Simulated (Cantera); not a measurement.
A perfectly stirred reactor is fed with NO : N2 = 1 : 4.2 (molar parts), at 100000 Pa; it is held at 1650 K, and followed from long to short residence time.

Cantera simulation using GRI-Mech 3.0 (53 species, 325 reactions); the numbers are that mechanism's predictions, not measurements.

Question: What does this change do: N2 4.2 to 28 parts?

Answer: 
```tsv
quantity	before	after
x(NO) at τ = 22.0 s	0.141	0.0318
x(N2O) at τ = 22.0 s	7.51e-6	4.01e-7
x(NO2) at τ = 22.0 s	0.000176	9.75e-6
x(O) at τ = 22.0 s	4.29e-6	1.05e-6
x(N2) at τ = 22.0 s	0.833	0.967
x(NO) at τ = 0.110 s	0.192	0.0345
x(N2O) at τ = 0.110 s	1.32e-5	4.32e-7
x(NO2) at τ = 0.110 s	5.67e-5	3.74e-6
x(O) at τ = 0.110 s	1.07e-6	3.81e-7
x(N2) at τ = 0.110 s	0.808	0.966
```

Question: What does this change do: 0.015 parts H2O added?

Answer: 
```tsv
quantity	before	after
x(NO) at τ = 22.0 s	0.141	0.140
x(N2O) at τ = 22.0 s	7.51e-6	7.33e-6
x(NO2) at τ = 22.0 s	0.000176	0.000175
x(O) at τ = 22.0 s	4.29e-6	4.27e-6
x(N2) at τ = 22.0 s	0.833	0.831
x(NO) at τ = 0.110 s	0.192	0.191
x(N2O) at τ = 0.110 s	1.32e-5	1.29e-5
x(NO2) at τ = 0.110 s	5.67e-5	4.56e-5
x(O) at τ = 0.110 s	1.07e-6	8.73e-7
x(N2) at τ = 0.110 s	0.808	0.806
```
